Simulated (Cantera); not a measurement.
Mixture: C3H8 : O2 : N2 = 1 : 3.12 : 17.5 (molar parts), at 1000000 Pa, adiabatic and at constant pressure. Ignition delay is the time to a rise of 400 K.

Computed with Cantera and GRI-Mech 3.0 (53 species, 325 reactions). GRI-Mech 3.0 was tuned for natural gas; its chemistry of propane as a main component is partial and can be far from experiment.

Task: What does this change do: pressure from 1000000 Pa to 600000 Pa?

Result: 
```
quantity                                                before       after
--------------------------------------------------  ----------  ----------
delay at 1075 K                                        24.8 ms     38.8 ms
delay at 1175 K                                        3.68 ms     5.22 ms
delay at 1275 K                                       0.610 ms    0.819 ms
delay at 1375 K                                       0.128 ms    0.170 ms
delay at 1475 K                                        35.8 µs     48.1 µs
delay at 1575 K                                        13.1 µs     18.0 µs
apparent activation energy between 1375 and 1575 K  210 kJ/mol  200 kJ/mol
```
